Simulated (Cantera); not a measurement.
## Low-pressure radical oxidation in H2/O2

An isothermal, constant-pressure homogeneous reactor starts with 5.38 % H2, 21.5 % O2, 73.1 % N2, equivalence ratio 0.12, at 1075 K and 4.05 Torr.

Model: the H2/O2 subset of GRI-Mech 3.0, which has no nitrogen chemistry, integrated in Cantera. Radical loss at walls, strong at low pressure, is not modelled. The temperature is held fixed by assumption; the heat of reaction is taken as removed at once.

```tsv
t (s)	x H2	x O2	x OH	x O	x H2O2	x H2O	x HO2
0.000300	0.0538	0.215	9.76e-12	1.28e-11	<1e-12	5.74e-12	9.18e-11
0.00115	0.0538	0.215	8.62e-11	1.57e-10	<1e-12	1.99e-10	3.51e-10
0.00438	0.0538	0.215	2.69e-9	5.64e-9	1.56e-12	1.44e-8	1.38e-9
0.0168	0.0521	0.214	0.000200	0.000427	1.34e-9	0.00120	5.36e-7
0.0641	0.00203	0.186	0.00154	0.0157	1.61e-8	0.0421	6.69e-7
0.245	0.00133	0.189	0.00125	0.00915	2.09e-8	0.0484	6.74e-7
0.936	0.000278	0.192	0.000571	0.00176	2.82e-8	0.0542	5.34e-7
3.58	1.64e-5	0.193	0.000138	0.000103	1.61e-8	0.0552	1.52e-7
13.7	1.25e-6	0.193	3.85e-5	7.99e-6	4.27e-9	0.0552	2.06e-8
52.3	1.72e-7	0.193	1.44e-5	1.11e-6	1.04e-9	0.0552	3.37e-9
200	3.29e-8	0.193	6.31e-6	2.14e-7	2.59e-10	0.0552	7.78e-10
```
x: mole fraction; the columns are a selection and need not sum to one.

Equilibrium at this temperature and pressure: H2 1.21e-9, O2 0.193, OH 1.21e-6, O 7.90e-9, H2O2 1.23e-11, H2O 0.0552, HO2 5.38e-10 (gas phase only).
